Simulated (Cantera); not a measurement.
**Ignition delay**

Mixture: C₂H₄ : O₂ : N₂ : CO₂ = 1 : 4.17 : 15.7 : 3.9 (molar parts), equivalence ratio 0.72, at 1.00 bar, adiabatic and at constant volume. Ignition delay is the time to a rise of 400 K.

Cantera simulation using GRI-Mech 3.0 (53 species, 325 reactions); the numbers are that mechanism's predictions, not measurements. GRI-Mech 3.0 was tuned for natural gas; its chemistry of ethylene as a main component is partial and can be far from experiment. Where the delays flatten at high temperature, the 400 K rule measures the pace of heat release, not the induction time.

| T0 (K) | delay (ms) |
|---|---|
| 1200 | 0.435 |
| 1250 | 0.200 |
| 1300 | 0.122 |
| 1350 | 0.0844 |
| 1400 | 0.0627 |
| 1450 | 0.0487 |
| 1500 | 0.0391 |
| 1550 | 0.0321 |
| 1600 | 0.0268 |

apparent activation energy between 1500 and 1600 K: 75 kJ/mol
